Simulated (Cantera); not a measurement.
Thermodynamics of silicon epitaxy and polysilicon growth, feed Si2H6 + H2 + HCl

A closed system holds: 1 mol Si2H6, 430 mol H2, 0.059 mol HCl, at 75.0 Torr.

Method: chemical equilibrium by Gibbs-energy minimisation in Cantera with the NASA 1993 tables (ideal gas, pure condensed phases). Candidate condensed phases: Si; 19 gas species. The feed counts by its element totals alone. Gases not in the tables: Si2H6 and higher silanes. Rates play no part.

From 850 K to 1675 K the condensed part is Si(s). At 1750 K the condensed part is Si(l). The main Si-bearing gas is SiH2Cl2 at 850 K and SiH2 at 1750 K.

```csv
T (K),x H2,x H,x HCl,x SiH2,x Si,x SiH,x SiH2Cl2,n Si(s),n Si(l)
850,1.000,6.48e-11,0.000132,<1e-12,<1e-12,<1e-12,8.02e-7,2.00,0
925,1.000,8.23e-10,0.000136,8.88e-12,<1e-12,<1e-12,1.75e-7,2.00,0
1000,1.000,7.18e-9,0.000136,9.37e-11,<1e-12,<1e-12,4.63e-8,2.00,0
1075,1.000,4.64e-8,0.000136,7.12e-10,<1e-12,<1e-12,1.47e-8,2.00,0
1150,1.000,2.36e-7,0.000136,4.15e-9,1.98e-12,1.31e-11,5.44e-9,2.00,0
1225,1.000,9.85e-7,0.000136,1.95e-8,3.46e-11,1.40e-10,2.28e-9,2.00,0
1300,1.000,3.50e-6,0.000136,7.65e-8,4.33e-10,1.14e-9,1.06e-9,2.00,0
1375,1.000,1.08e-5,0.000136,2.58e-7,4.11e-9,7.31e-9,5.34e-10,2.00,0
1450,1.000,2.99e-5,0.000136,7.69e-7,3.08e-8,3.86e-8,2.90e-10,2.00,0
1525,1.000,7.48e-5,0.000136,2.06e-6,1.89e-7,1.73e-7,1.68e-10,2.00,0
1600,1.000,0.000172,0.000136,5.00e-6,9.75e-7,6.72e-7,1.02e-10,2.00,0
1675,0.999,0.000367,0.000136,1.12e-5,4.34e-6,2.30e-6,6.49e-11,1.99,0
1750,0.999,0.000735,0.000136,2.08e-5,1.50e-5,6.28e-6,3.80e-11,0,1.98
```
x: gas mole fraction; n: condensed amount in mol.
